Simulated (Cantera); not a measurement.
Adiabatic ignition

An adiabatic, constant-pressure homogeneous reactor starts with CH3OH : O2 : N2 = 1 : 1.15 : 4.34 (molar parts), at 1248 K and 1.09 atm.

Cantera simulation using GRI-Mech 3.0 (53 species, 325 reactions); the numbers are that mechanism's predictions, not measurements. GRI-Mech 3.0 was tuned for natural gas; its chemistry of methanol as a main component is partial and can be far from experiment.

```
t (s)     T (K)  x CH3OH     x O2   x CH2CO    x CO2     x OH    x HCN
--------  -----  -------  -------  --------  -------  -------  -------
5.00e-6    1248    0.154    0.177    <1e-12  1.18e-8  1.47e-9   <1e-12
1.34e-5    1248    0.154    0.177    <1e-12  3.19e-8  1.48e-9   <1e-12
3.60e-5    1248    0.154    0.177    <1e-12  8.59e-8  1.50e-9   <1e-12
9.67e-5    1248    0.154    0.177    <1e-12  2.31e-7  1.55e-9   <1e-12
0.000260   1248    0.154    0.177    <1e-12  6.20e-7  1.92e-9   <1e-12
0.000697   1248    0.154    0.177    <1e-12  1.67e-6  5.06e-9   <1e-12
0.00187    1249    0.153    0.177  7.69e-12  4.60e-6  3.47e-8   <1e-12
0.00502    2639   <1e-12  0.00424    <1e-12   0.0641   0.0120  1.36e-9
0.0135     2632   <1e-12  0.00382    <1e-12   0.0635   0.0114  3.85e-9
0.0362     2631   <1e-12  0.00379    <1e-12   0.0635   0.0114  4.01e-9
0.0971     2631   <1e-12  0.00379    <1e-12   0.0635   0.0114  4.01e-9
0.261      2631   <1e-12  0.00379    <1e-12   0.0635   0.0114  4.01e-9
0.700      2631   <1e-12  0.00379    <1e-12   0.0635   0.0114  4.01e-9
```
x: mole fraction; the columns are a selection and need not sum to one.

```yaml
time_of_steepest_temperature_rise: 3.90 ms
temperature at 0.700 s: 2631 K
equilibrium_temperature: 2631 K
x(CH3OH) at 0.700 s: <1e-12 (gas-phase equilibrium <1e-12)
x(O2) at 0.700 s: 0.00379 (gas-phase equilibrium 0.00379)
x(CH2CO) at 0.700 s: <1e-12 (gas-phase equilibrium <1e-12)
```
